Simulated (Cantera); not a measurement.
What does this Cantera script print?

```python
import numpy as np
import cantera as ct

gas_names = """
    H HO2 H2 H2O H2O2 O OH O2 O3 Ti TiO TiO2
""".split()
cond_names = """
    H2O(s) H2O(L) Ti(a) Ti(b) Ti(L) TiO(a) TiO(b) TiO(L) TiO2(ru) TiO2(L) Ti2O3(a) Ti2O3(b) Ti2O3(L)
    Ti3O5(a) Ti3O5(b) Ti3O5(L) Ti4O7(s) Ti4O7(L)
""".split()


# ... load() reads the species with a 1 bar reference pressure and builds the phases ...
atoms = {
    'TiO2': {'Ti': 1, 'O': 2},
    'H2': {'H': 2},
}
top_T = {}  # K; cautious upper limits of use, not melting points


# ... equilibrate(T, P, feed) seeds the gas with the atoms and calls Mixture.equilibrate('TP', solver="vcs", rtol=1e-11, max_steps=5000) ...
results = []
feed = {'TiO2': 1, 'H2': 570}  # mol
P = 850  # Pa
for T in [1625, 1675, 1725, 1775, 1825, 1875, 1925]:
    mix = equilibrate(T, P, feed)
    results.append((T, P, feed, dict(zip(mix.species_names, mix.species_moles))))

top = {s: max(r[3][s] / sum(r[3][g] for g in gas_names) for r in results) for s in gas_names}
cols = sorted((s for s in top if top[s] > 1e-05), key=lambda s: -top[s])[:8]
seen = [c for c in cond_names if any(r[3].get(c, 0) > 1e-12 for r in results)]
print("log10 of partial pressures in bar; condensed amounts in mol")
print(f"{'T/K':>10s}" + "".join(f"{s[:9]:>10s}" for s in cols + seen))
for T, P, feed, n in results:
    ng = sum(n[g] for g in gas_names)
    print(f"{T:10.4g}" + "".join(f"{np.log10(max(n[s] / ng * P / 1e5, 1e-99)):10.3f}" for s in cols)
          + "".join(f"{n.get(c, 0):10.4g}" for c in seen))
```

Result:

```
log10 of partial pressures in bar; condensed amounts in mol
       T/K        H2         H       H2O       TiO  Ti2O3(b)  Ti3O5(b)
      1625    -2.071    -5.187    -5.224   -10.254    0.2005    0.1997
      1675    -2.072    -4.971    -5.128    -9.674       0.5         0
      1725    -2.072    -4.767    -5.128    -9.083       0.5         0
      1775    -2.072    -4.575    -5.128    -8.527    0.4999         0
      1825    -2.073    -4.393    -5.128    -8.003    0.4996         0
      1875    -2.074    -4.220    -5.128    -7.508    0.4988         0
      1925    -2.075    -4.057    -5.128    -7.040    0.4966         0
```

Cantera equilibrium calculation (NASA polynomials, part measured and part estimated; ideal gas, pure solids and liquids). Mutual solubility and eutectic melting of coexisting phases are not modelled.
